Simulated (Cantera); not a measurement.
**Gas activation for diamond growth**

An isothermal, constant-pressure homogeneous reactor starts with 1.95 % CH4, 97.5 % H2, 0.594 % N2, at 2300 K and 0.0263 atm.

Cantera simulation using GRI-Mech 3.0 (53 species, 325 reactions); the numbers are that mechanism's predictions, not measurements. GRI-Mech 3.0 stops at C3 and has no aromatics, soot or wall deposition, so with more carbon than oxygen in the feed, carbon stays in small species such as C2H2 where larger ones or solid carbon would form. Radical loss at walls, strong at low pressure, is not modelled.

```csv
t (s),x CH4,x H2,x C2H,x C2H2,x H
4.00e-6,0.0195,0.975,<1e-12,<1e-12,3.02e-5
1.13e-5,0.0194,0.974,<1e-12,1.19e-11,9.44e-5
3.17e-5,0.0194,0.974,<1e-12,8.80e-10,0.000290
8.94e-5,0.0191,0.974,2.16e-12,5.56e-8,0.000846
0.000252,0.0186,0.972,3.69e-10,3.33e-6,0.00239
0.000710,0.0169,0.968,4.21e-8,0.000139,0.00653
0.00200,0.0114,0.963,1.47e-6,0.00216,0.0145
0.00563,0.00350,0.961,7.00e-6,0.00697,0.0214
0.0159,0.000636,0.957,1.16e-5,0.00892,0.0276
0.0447,0.000115,0.951,1.50e-5,0.00928,0.0342
0.126,2.25e-5,0.942,1.93e-5,0.00931,0.0433
0.355,8.49e-6,0.931,2.41e-5,0.00926,0.0538
1.00,7.21e-6,0.928,2.58e-5,0.00924,0.0574
```
x: mole fraction; the columns are a selection and need not sum to one.

Equilibrium at this temperature and pressure: CH4 6.58e-6, H2 0.928, C2H 2.02e-5, C2H2 0.00724, H 0.0575 (gas phase only).
